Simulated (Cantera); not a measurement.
Charge: 1 mol MgCO₃, 1.3 mol SO₃, 0.53 mol H₂O, held at 0.100 bar.

Equilibrium computed with Cantera from the NASA thermochemical tables; the gas is ideal and each condensed phase is pure. Candidate condensed phases: C, C₆H₆, C₇H₈, C₈H₁₈, H₂O, H₂SO₄, Mg, MgCO₃, MgO, Mg(OH)₂, MgS, MgSO₄, S; 130 gas species. The numbers say what is thermodynamically allowed, not how fast it happens. All values below are at 798 K.

Base state: CO₂ 0.531, H₂O 0.281, SO₃ 0.104, SO₂ 0.0553, O₂ 0.0276, H₂SO₄ 0.000202 (mole fractions); condensed: MgSO₄(s).

Task: What changes in the equilibrium state with this change: MgCO₃ replaced by Fe₂O₃?

Result: 
```
species              before    after
-----------------  --------  -------
H₂O                   0.281    0.970
SO₂                  0.0553   0.0124
SO₃                   0.104   0.0110
CO₂                   0.531        0
O₂                   0.0276  0.00619
H₂SO₄              0.000202  7.39e-5
MgSO₄(s), mol          1.00        0
Fe₂O₃(s), mol             0    0.571
Fe₂(SO₄)₃(s), mol         0    0.429
```
Further candidate phases: Fe, FeO, Fe(OH)₂, Fe(OH)₃, FeS, FeSO₄, FeS₂, Fe₂O₃, Fe₂(SO₄)₃, Fe₃O₄.
